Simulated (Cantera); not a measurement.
# Ignition delay

Mixture: CO : H2 : O2 : N2 = 1 : 0.091 : 1.24 : 4.66 (molar parts), at 1000000 Pa, adiabatic and at constant volume. Ignition delay is the time to a rise of 400 K.

Model: GRI-Mech 3.0 (53 species, 325 reactions), integrated in Cantera. The hydrogen kinetics of GRI-Mech 3.0 are dated; newer H2 mechanisms differ, most at raised pressure. Where the delays flatten at high temperature, the 400 K rule measures the pace of heat release, not the induction time.

```json
[
 {"T0 (K)": "1050", "delay (ms)": "1.94"},
 {"T0 (K)": "1100", "delay (ms)": "0.646"},
 {"T0 (K)": "1150", "delay (ms)": "0.226"},
 {"T0 (K)": "1200", "delay (ms)": "0.0854"},
 {"T0 (K)": "1250", "delay (ms)": "0.0392"},
 {"T0 (K)": "1300", "delay (ms)": "0.0230"},
 {"T0 (K)": "1350", "delay (ms)": "0.0160"},
 {"T0 (K)": "1400", "delay (ms)": "0.0122"},
 {"T0 (K)": "1450", "delay (ms)": "0.0100"},
 {"T0 (K)": "1500", "delay (ms)": "0.00854"}
]
```

```json
{
 "apparent activation energy between 1400 and 1500 K": "63 kJ/mol"
}
```
